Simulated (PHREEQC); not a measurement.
Solution (25 °C): 0.038 mol Na2HPO4, 0.0063 mol KHSO4 and 2 mol KOH per kg of water. Closed to the air; pH follows from the charge balance.

Equilibrium calculation in PHREEQC: ion-association model, phreeqc.dat.

This is a speciation only: nothing precipitates in the calculation.

Question: What pH, ionic strength, density does the model give?

Answer: pH 14.04; ionic strength 2.19 mol/kgw; density 1.093 g/cm³.

Question: In which forms is S present?

Answer: KSO4- 57 %, SO4-2 41 %, NaSO4- 2.3 % of the S.

Caution: at this ionic strength the ion-association model is outside its range; a Pitzer model would be the better tool where its parameters exist. Species that the database lacks are ignored.
